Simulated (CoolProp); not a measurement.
Vapour-liquid equilibrium of R114 (1) + R113 (2) at 0.736 MPa; x and y are mole fractions of (1).

The numbers come from the multi-fluid Helmholtz-energy mixture model, Platzer 1990 and Marx 1992; pair parameters Bell 2016 in CoolProp. This equation is an older, rougher fit; its heat capacities, sound speeds and derivatives of the liquid may be far off and weren't checked against measurements.

```csv
x,"bubble temperature, mixture model (°C)","bubble temperature, Raoult's law (°C)","y, mixture model","y, Raoult's law"
0.05,119.7,119.0,0.112,0.139
0.15,112.1,110.7,0.304,0.356
0.25,105.2,103.5,0.460,0.517
0.35,98.8,97.2,0.586,0.639
0.45,93.1,91.7,0.687,0.733
0.55,88.0,86.8,0.769,0.807
0.65,83.3,82.4,0.837,0.866
0.75,79.0,78.3,0.893,0.914
0.85,75.1,74.7,0.940,0.953
0.95,71.5,71.4,0.981,0.986
```

The largest gap from Raoult's law is +1.7 K in bubble temperature, at x = 0.25. No azeotrope shows between x = 0.05 and 0.95.

The pair parameters rest on a limited set of measurements; away from them the model extrapolates.
